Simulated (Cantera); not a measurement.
Input: 1 mol BF3, 2 mol O2, 4.7 mol H2, equilibrated at 873 K and 7.80 mbar.

Cantera equilibrium calculation (NASA polynomials, part measured and part estimated; ideal gas, pure solids and liquids). Candidate condensed phases: B, B2O3, B3O3H3, H2O; 43 gas species. Gases not in the tables: H3BO3. Rates play no part.

Base state: H2O 0.563, HF 0.221, H2 0.118, BF3 0.0883, B3O3F3 0.00739, (HBO2)3 0.00213, BOF 2.01e-5, HBO2 1.03e-5 (mole fractions); condensed: B2O3(l).

What changes in the equilibrium state with this change: O2 from 2 to 0.11 mol?


```
species        before    after
------------  -------  -------
H2              0.118    0.780
BF3            0.0883    0.151
HF              0.221   0.0466
H2O             0.563   0.0150
(HBO2)3       0.00213  4.44e-6
HBO2          1.03e-5  1.32e-6
B3O3F3        0.00739  0.00776
B2O3(l), mol    0.155        0
```
